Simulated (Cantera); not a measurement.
Input: 1 mol C2H2, 3 mol NH3, at 7.90 mbar.

Equilibrium computed with Cantera from the NASA thermochemical tables; the gas is ideal and each condensed phase is pure. Candidate condensed phases: C, C6H6, C7H8, C8H18; 92 gas species. The numbers say what is thermodynamically allowed, not how fast it happens. All values below are at 2225 K.

Base state: H2 0.722, N2 0.201, H 0.0619, HCN 0.0124, C2H2 (acetylene) 0.00212, HNC 0.00102, CN 3.98e-5 (mole fractions); condensed: C(graphite).

Task: What changes in the equilibrium state with this change: NH3 from 3 to 0.023 mol?

Result: 
```csv
species,before,after
H2,0.722,0.915
H,0.0619,0.0697
N2,0.201,0.00900
HCN,0.0124,0.00296
CN,3.98e-5,8.42e-6
HNC,0.00102,0.000243
C2H2 (acetylene),0.00212,0.00269
"C(graphite), mol",1.87,1.99
```
